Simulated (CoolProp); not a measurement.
Vapour-liquid equilibrium of isobutane (1) + R245fa (2) at 101.45 °C; x and y are mole fractions of (1).

Model: multi-fluid Helmholtz-energy mixture model, Bücker 2006 and Akasaka 2015; pair parameters Bell 2016, in CoolProp.

| x | bubble pressure, mixture model (MPa) | bubble pressure, Raoult's law (MPa) | y, mixture model | y, Raoult's law |
|---|---|---|---|---|
| 0.05 | 1.490 | 1.343 | 0.131 | 0.076 |
| 0.125 | (withheld) | 1.398 | 0.263 | 0.182 |
| 0.2 | 1.893 | 1.453 | 0.352 | 0.281 |
| 0.275 | 2.029 | 1.508 | (withheld) | 0.372 |
| 0.35 | 2.134 | 1.563 | 0.474 | 0.457 |
| 0.425 | (withheld) | 1.618 | 0.522 | 0.536 |
| 0.5 | (withheld) | 1.673 | 0.567 | 0.610 |
| 0.575 | (withheld) | 1.729 | 0.613 | 0.679 |
| 0.65 | 2.338 | 1.784 | 0.661 | 0.744 |
| 0.725 | (withheld) | 1.839 | 0.713 | 0.805 |
| 0.8 | (withheld) | 1.894 | (withheld) | 0.862 |
| 0.875 | 2.245 | 1.949 | 0.840 | 0.916 |
| 0.95 | 2.141 | 2.004 | 0.927 | 0.967 |

**Question.** Fill in the missing entries.

**Answer.** 
- 0.125, bubble pressure, mixture model (MPa): 1.717
- 0.275, y, mixture model: 0.419
- 0.425, bubble pressure, mixture model (MPa): 2.215
- 0.5, bubble pressure, mixture model (MPa): 2.276
- 0.575, bubble pressure, mixture model (MPa): 2.317
- 0.725, bubble pressure, mixture model (MPa): 2.336
- 0.8, bubble pressure, mixture model (MPa): 2.308
- 0.8, y, mixture model: 0.771

The largest gap from Raoult's law is +36.9 % in bubble pressure, at x = 0.425. y crosses x between x = 0.65 and 0.725: the model has an azeotrope there.

Pair parameters are fitted to limited data, so mixtures are less certain than the pure fluids.
